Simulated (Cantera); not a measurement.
Charge: 1 mol FeS, a varied amount of O2, at 825 K and 75.0 Torr.

Cantera equilibrium calculation (NASA polynomials, part measured and part estimated; ideal gas, pure solids and liquids). Candidate condensed phases: Fe, FeO, FeS, FeSO4, FeS2, Fe2O3, Fe2(SO4)3, Fe3O4, S; 12 gas species. Kinetics and transport are ignored.

Q: At 6.4 mol O2, list the 3 most abundant gas species with their mole fractions, and the condensed phases.

A: O2 0.968, SO3 0.0278, SO2 0.00406. Condensed: Fe2O3(s) + Fe2(SO4)3(s).
